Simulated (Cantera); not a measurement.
What does this Cantera script print?

```python
import numpy as np
import cantera as ct

gas_names = """
    H HNO HNO2 HNO3 HO2 H2 H2O H2O2 N NH NH2 NH3 NH2OH NO NO2 NO3 N2 N2H2 N2H4 N2O O OH O2 O3
""".split()
cond_names = """
    H2O(s) H2O(L)
""".split()


# ... load() reads the species with a 1 bar reference pressure and builds the phases ...
atoms = {
    'N2O': {'N': 2, 'O': 1},
    'H2O': {'H': 2, 'O': 1},
    'N2': {'N': 2},
}
top_T = {}  # K; cautious upper limits of use, not melting points


# ... equilibrate(T, P, feed) seeds the gas with the atoms and calls Mixture.equilibrate('TP', solver="vcs", rtol=1e-11, max_steps=5000) ...
results = []
feed = {'N2O': 1, 'H2O': 0.67, 'N2': 0.39}  # mol
P = 1000  # Pa
for T in [1348, 1423, 1498, 1573, 1648, 1723, 1798, 1873, 1948]:
    mix = equilibrate(T, P, feed)
    results.append((T, P, feed, dict(zip(mix.species_names, mix.species_moles))))

top = {s: max(r[3][s] / sum(r[3][g] for g in gas_names) for r in results) for s in gas_names}
cols = sorted((s for s in top if top[s] > 1e-06), key=lambda s: -top[s])[:7]
seen = [c for c in cond_names if any(r[3].get(c, 0) > 1e-12 for r in results)]
print("log10 of partial pressures in bar; condensed amounts in mol")
print(f"{'T/K':>10s}" + "".join(f"{s[:9]:>10s}" for s in cols + seen))
for T, P, feed, n in results:
    ng = sum(n[g] for g in gas_names)
    print(f"{T:10.4g}" + "".join(f"{np.log10(max(n[s] / ng * P / 1e5, 1e-99)):10.3f}" for s in cols)
          + "".join(f"{n.get(c, 0):10.4g}" for c in seen))
```

Result:

```
log10 of partial pressures in bar; condensed amounts in mol
       T/K        N2       H2O        O2        OH        NO         O        H2
      1348    -2.265    -2.582    -2.710    -6.045    -5.369    -7.744    -7.932
      1423    -2.266    -2.582    -2.710    -5.713    -5.182    -7.226    -7.422
      1498    -2.266    -2.583    -2.711    -5.414    -5.014    -6.759    -6.962
      1573    -2.266    -2.583    -2.711    -5.143    -4.862    -6.337    -6.546
      1648    -2.266    -2.584    -2.712    -4.898    -4.725    -5.953    -6.167
      1723    -2.267    -2.585    -2.714    -4.674    -4.599    -5.602    -5.822
      1798    -2.267    -2.586    -2.716    -4.469    -4.485    -5.281    -5.505
      1873    -2.268    -2.589    -2.718    -4.282    -4.380    -4.986    -5.214
      1948    -2.269    -2.593    -2.722    -4.110    -4.284    -4.713    -4.947
```

Cantera equilibrium calculation (NASA polynomials, part measured and part estimated; ideal gas, pure solids and liquids).
